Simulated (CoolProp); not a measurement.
Aqueous ethanol as a coolant, 53 % by mass, freezing at -39.8 °C, 1 atm.

Computed with CoolProp (Melinder's fits for secondary coolants).

```json
[
 {"T (°C)": "-18.8", "cp (kJ/(kg K))": "3.305", "conductivity (W/(m K))": "0.297", "viscosity (mPa s)": "17.1", "density (kg/m³)": "937.9"},
 {"T (°C)": "-13.9", "cp (kJ/(kg K))": "3.375", "conductivity (W/(m K))": "0.298", "viscosity (mPa s)": "12.8", "density (kg/m³)": "933.9"},
 {"T (°C)": "-9", "cp (kJ/(kg K))": "3.442", "conductivity (W/(m K))": "0.299", "viscosity (mPa s)": "9.82", "density (kg/m³)": "930.0"},
 {"T (°C)": "-4.1", "cp (kJ/(kg K))": "3.505", "conductivity (W/(m K))": "0.300", "viscosity (mPa s)": "7.66", "density (kg/m³)": "926.1"},
 {"T (°C)": "0.8", "cp (kJ/(kg K))": "3.564", "conductivity (W/(m K))": "0.301", "viscosity (mPa s)": "6.08", "density (kg/m³)": "922.2"},
 {"T (°C)": "5.8", "cp (kJ/(kg K))": "3.621", "conductivity (W/(m K))": "0.302", "viscosity (mPa s)": "4.89", "density (kg/m³)": "918.2"},
 {"T (°C)": "10.7", "cp (kJ/(kg K))": "3.672", "conductivity (W/(m K))": "0.303", "viscosity (mPa s)": "4.00", "density (kg/m³)": "914.3"},
 {"T (°C)": "15.6", "cp (kJ/(kg K))": "3.718", "conductivity (W/(m K))": "0.304", "viscosity (mPa s)": "3.31", "density (kg/m³)": "910.3"},
 {"T (°C)": "20.5", "cp (kJ/(kg K))": "3.760", "conductivity (W/(m K))": "0.305", "viscosity (mPa s)": "2.77", "density (kg/m³)": "906.4"},
 {"T (°C)": "25.4", "cp (kJ/(kg K))": "3.798", "conductivity (W/(m K))": "0.306", "viscosity (mPa s)": "2.34", "density (kg/m³)": "902.4"},
 {"T (°C)": "30.4", "cp (kJ/(kg K))": "3.831", "conductivity (W/(m K))": "0.307", "viscosity (mPa s)": "1.98", "density (kg/m³)": "898.3"},
 {"T (°C)": "35.3", "cp (kJ/(kg K))": "3.858", "conductivity (W/(m K))": "0.308", "viscosity (mPa s)": "1.70", "density (kg/m³)": "894.3"}
]
```
